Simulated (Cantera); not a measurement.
An isothermal, constant-pressure homogeneous reactor starts with CH₄ : H₂ : H₂O = 0.01 : 1 : 0.0088 (molar parts), at 1850 K and 20.0 Torr.

Detailed kinetics in Cantera: GRI-Mech 3.0 (53 species, 325 reactions). Radical loss at walls, strong at low pressure, is not modelled.

x: mole fraction; the columns are a selection and need not sum to one.

```
t (s)        x CH₄   x H₂    x C₂H₆     x C₂H       x H     x CH₂
--------  --------  -----  --------  --------  --------  --------
6.00e-5    0.00981  0.982  1.37e-12    <1e-12   3.92e-6  5.50e-12
0.000153   0.00981  0.982  1.24e-11    <1e-12   1.06e-5  3.12e-11
0.000391   0.00981  0.982  1.13e-10    <1e-12         …  1.94e-10
0.000999   0.00980  0.981  9.16e-10    <1e-12   7.15e-5   1.24e-9
0.00255    0.00978  0.981   6.25e-9    <1e-12  0.000183   7.97e-9
0.00651    0.00972  0.981   3.60e-8  4.66e-12  0.000464   5.03e-8
0.0166     0.00952  0.980   1.56e-7  3.29e-10   0.00114   2.87e-7
0.0424           …  0.980         …         …         …         …
0.108      0.00635  0.980   2.49e-7   4.67e-8   0.00286   1.18e-6
0.277      0.00351  0.982   8.17e-8   9.68e-8   0.00303   7.51e-7
0.706      0.00160  0.983   1.78e-8   1.31e-7   0.00316   3.81e-7
1.80      0.000784  0.983   4.40e-9   1.39e-7   0.00323   1.98e-7
4.60      0.000546  0.984   2.16e-9   1.25e-7   0.00326   1.40e-7
11.8      0.000400  0.985   1.17e-9   9.50e-8   0.00327   1.04e-7
30.0      0.000242  0.986  4.31e-10   6.15e-8   0.00329   6.31e-8
```

### Question
Fill in the missing entries.

### Answer

- 0.000391, x H: 2.78e-5
- 0.0424, x CH₄: 0.00869
- 0.0424, x C₂H₆: 3.47e-7
- 0.0424, x C₂H: 8.27e-9
- 0.0424, x H: 0.00226
- 0.0424, x CH₂: 1.00e-6
